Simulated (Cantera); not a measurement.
Feed: 1 mol Si, 1.1 mol Cl2, 64 mol H2, equilibrated at 673 K and 1000 Pa.

Cantera equilibrium calculation (NASA polynomials, part measured and part estimated; ideal gas, pure solids and liquids). The numbers say what is thermodynamically allowed, not how fast it happens.

```json
[
 {"species": "H2", "before": "0.991", "after": "0.990"},
 {"species": "SiCl4", "before": "0.00640", "after": "0.00621"},
 {"species": "SiHCl3", "before": "0.00268", "after": "0.00249"},
 {"species": "HCl", "before": "0.000299", "after": "0.00160"},
 {"species": "SiCl3", "before": "8.86e-7", "after": "1.03e-5"},
 {"species": "SiH2Cl2", "before": "6.93e-5", "after": "7.72e-5"},
 {"species": "Si(s), mol", "before": "0.409", "after": "0.433"}
]
```
Gas species are given as mole fractions.

### Question
Which change was made?
(A) pressure from 1000 Pa to 84000 Pa
(B) Cl2 from 1.1 to 1.6 mol
(C) Cl2 from 1.1 to 4.6 mol
(D) temperature from 673 K to 775 K

### Answer
D, temperature from 673 K to 775 K. The tables' values for SiCl3 are old estimates; treat these amounts as uncertain
